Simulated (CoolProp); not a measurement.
n-butane along the isobar 1.16 MPa: fugacity coefficient from the reference equation and from simpler models built on Tc = 152.0 °C, pc = 3.796 MPa, ω = 0.201; each cubic takes its own stable root.

Values from CoolProp's reference Helmholtz-energy equation of state, Bücker 2006.

| T (°C) | phase | reference |
|---|---|---|
| 12.55 | liquid | 0.1378 |
| 34.65 | liquid | 0.2654 |
| 56.85 | liquid | 0.4574 |
| 79.05 | liquid | 0.7186 |
| 101.25 | gas | 0.8436 |
| 123.45 | gas | 0.8715 |
| 145.65 | gas | 0.8932 |
| 167.85 | gas | 0.9105 |
| 190.05 | gas | 0.9245 |
| 212.25 | gas | 0.9360 |
| 234.45 | gas | 0.9455 |
| 256.65 | gas | 0.9535 |
| 278.85 | gas | 0.9602 |
| 300.95 | gas | 0.9659 |

Task: How far does each simpler model (van der Waals, Redlich-Kwong, Soave-Redlich-Kwong, Peng-Robinson) lie from the reference over these 14 states: mean and median of the absolute difference, and the worst?

Result: 
- van der Waals: mean 37.0 %, median 1.2 %, worst +251.0 % at 12.55 °C and 1.16 MPa
- Redlich-Kwong: mean 8.6 %, median 0.7 %, worst +42.6 % at 12.55 °C and 1.16 MPa
- Soave-Redlich-Kwong: mean 0.5 %, median 0.1 %, worst +2.0 % at 79.05 °C and 1.16 MPa
- Peng-Robinson: mean 0.8 %, median 0.9 %, worst -1.2 % at 167.85 °C and 1.16 MPa

At some of these states van der Waals, Redlich-Kwong gives the other phase, because its saturation line lies elsewhere.
